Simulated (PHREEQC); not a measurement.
Make-up at 65 °C: 0.2 mol NaOH, 5.4e-05 mol NaAlO2 and 0.0012 mol (CH3)4NCl per kg of water. Closed to the air; pH follows from the charge balance.

Model: ion-association model, phreeqc.dat, run in PHREEQC.

No solid was allowed to form.

Question: What pH, specific conductance, activity of water does the model give?

Answer: pH 12.04; specific conductance 79100 µS/cm; activity of water 0.993.

(CH3)4N+ isn't in the database: it is added as a free cation with an ion size of 4 Å. At this temperature some constants are extrapolated from 25 °C, and those without enthalpy data are left unchanged.
